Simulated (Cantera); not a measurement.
Cantera run, input and output.

```python
import numpy as np
import cantera as ct

gas = ct.Solution("gri30.yaml")
gas.TPX = 700, 101325, {'CH4': 1, 'C2H6': 0.34, 'O2': 2.45, 'N2': 9.23}
flame = ct.FreeFlame(gas, width=0.04)
flame.set_refine_criteria(ratio=3, slope=0.08, curve=0.16)
flame.transport_model = "mixture-averaged"
flame.solve(loglevel=0, auto=True)
flame.transport_model = "multicomponent"
flame.soret_enabled = True
flame.solve(loglevel=0, refine_grid=True)
z, T = flame.grid, flame.T
thick = (T[-1] - T[0]) / np.gradient(T, z).max()
show = ['CH4', 'C2H6', 'O2', 'C2H4', 'H2', 'HO2']
print(f"laminar burning velocity  {flame.velocity[0] * 100:.3f} cm/s")
print(f"burnt temperature         {T[-1]:.1f} K")
print(f"thermal thickness         {thick * 1e3:.4f} mm")
print(f"grid points               {len(z)}")
z0 = z[flame.heat_release_rate.argmax()]
print(f"{'z/mm':>9s}{'T/K':>9s}{'u/(m/s)':>9s}" + "".join(f"{s:>11s}" for s in show))
rows = []
for k in (-3, -2, -1.5, -1, -0.5, -0.25, 0, 0.25, 0.5, 1, 2, 4, 8):
    zz = z0 + k * thick
    rows.append([k * thick, np.interp(zz, z, T), np.interp(zz, z, flame.velocity),
                 *(np.interp(zz, z, flame.X[gas.species_index(s)]) for s in show)])
    print(f"{rows[-1][0] * 1e3:9.3f}{rows[-1][1]:9.1f}{rows[-1][2]:9.3f}" + "".join(f"{x:11.3e}" for x in rows[-1][3:]))
```

It prints:

```
laminar burning velocity  153.107 cm/s
burnt temperature         2345.6 K
thermal thickness         0.3129 mm
grid points               146
     z/mm      T/K  u/(m/s)        CH4       C2H6         O2       C2H4         H2        HO2
   -0.939    700.2    1.534  7.665e-02  2.607e-02  1.878e-01  2.960e-07  1.666e-03  2.334e-07
   -0.626    702.5    1.543  7.619e-02  2.600e-02  1.872e-01  5.853e-06  4.693e-03  3.248e-06
   -0.469    712.7    1.572  7.510e-02  2.588e-02  1.859e-01  4.129e-05  8.406e-03  1.725e-05
   -0.313    781.8    1.739  7.053e-02  2.512e-02  1.796e-01  4.097e-04  1.587e-02  9.897e-05
   -0.156   1175.3    2.683  5.120e-02  1.695e-02  1.415e-01  3.024e-03  3.123e-02  2.092e-04
   -0.078   1564.5    3.653  3.040e-02  6.201e-03  9.716e-02  4.300e-03  4.137e-02  2.067e-04
    0.000   1923.4    4.574  9.362e-03  3.705e-04  4.913e-02  1.715e-03  4.642e-02  8.405e-05
    0.078   2103.8    5.030  1.295e-03  3.013e-06  2.018e-02  1.419e-04  4.375e-02  1.327e-05
    0.156   2157.1    5.151  1.149e-04  1.926e-08  8.735e-03  4.224e-06  4.056e-02  2.885e-06
    0.313   2184.2    5.195  8.611e-07  1.641e-12  3.478e-03  1.959e-09  3.970e-02  1.200e-06
    0.626   2209.6    5.239  5.177e-10 -7.399e-16  2.358e-03  2.373e-13  4.041e-02  8.795e-07
    1.252   2242.3    5.305  4.023e-14 -4.419e-16  1.738e-03 -3.390e-15  4.033e-02  6.589e-07
    2.504   2279.7    5.381  3.376e-14  6.468e-17  1.104e-03  5.914e-16  3.997e-02  4.268e-07
```

Cantera simulation using GRI-Mech 3.0 (53 species, 325 reactions); the numbers are that mechanism's predictions, not measurements. Burning velocities carry a grid error of a few per cent, more on coarse grids.
